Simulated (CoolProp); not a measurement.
Properties of R236FA along the isotherm 75.85 °C (Tc = 124.9 °C, pc = 3.191 MPa, ω = 0.377).

Model: reference Helmholtz-energy equation of state, Pan 2012, in CoolProp.

| p (MPa) | phase | isothermal compressibility (1/MPa) | viscosity (µPa s) |
|---|---|---|---|
| 0.798 | gas | 1.542 | 12.9 |
| 1.6 | liquid | 0.01218 | ___ |
| 2.39 | liquid | 0.01090 | 158 |
| 3.19 | liquid | 0.009889 | 163 |
| 3.99 | liquid | 0.009068 | 168 |
| 4.79 | liquid | 0.008386 | 172 |
| 5.58 | liquid | ___ | 176 |
| 6.38 | liquid | 0.007323 | 180 |
| 7.18 | liquid | 0.006894 | 184 |
| 7.98 | liquid | 0.006518 | ___ |

Task: What belongs in the gaps?

Result: 
- 1.6, viscosity (µPa s): 154
- 5.58, isothermal compressibility (1/MPa): 0.007818
- 7.98, viscosity (µPa s): 188

Viscosity comes from a separate model (Huber 2003), an estimate that may be off by 10 % or more.
